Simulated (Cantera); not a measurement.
# Equilibrium for calcination and drying: Ca(OH)₂ + CO₂ + H₂O + C

Charge: 1 mol Ca(OH)₂, 0.95 mol CO₂, 1.3 mol H₂O, 0.95 mol C, held at 0.100 bar.

Equilibrium computed with Cantera from the NASA thermochemical tables; the gas is ideal and each condensed phase is pure. Candidate condensed phases: C, C₆H₆, C₇H₈, C₈H₁₈, Ca, CaCO₃, CaO, Ca(OH)₂, H₂O; 115 gas species. The numbers say what is thermodynamically allowed, not how fast it happens.

At 923 K the condensed part is CaCO₃(calcite). From 998 K to 1598 K the condensed part is CaO(s).

```tsv
T (K)	log p H₂	log p H₂O	log p CO	log p CO₂	log p CH₄	n CaCO₃(calcite)	n CaO(s)
923	-1.34	-1.59	-1.88	-1.83	-4.74	1.00	0
998	-1.57	-1.56	-1.74	-1.57	-6.29	0	1.00
1073	-1.60	-1.53	-1.70	-1.60	-7.19	0	1.00
1148	-1.62	-1.51	-1.67	-1.62	-7.97	0	1.00
1223	-1.65	-1.49	-1.64	-1.65	-8.67	0	1.00
1298	-1.67	-1.48	-1.62	-1.67	-9.29	0	1.00
1373	-1.69	-1.46	-1.60	-1.69	-9.84	0	1.00
1448	-1.71	-1.45	-1.59	-1.71	-10.34	0	1.00
1523	-1.73	-1.44	-1.58	-1.73	-10.78	0	1.000
1598	-1.74	-1.44	-1.57	-1.74	-11.19	0	1.000
```
log p: log10 of the partial pressure in bar; n: condensed amount in mol.
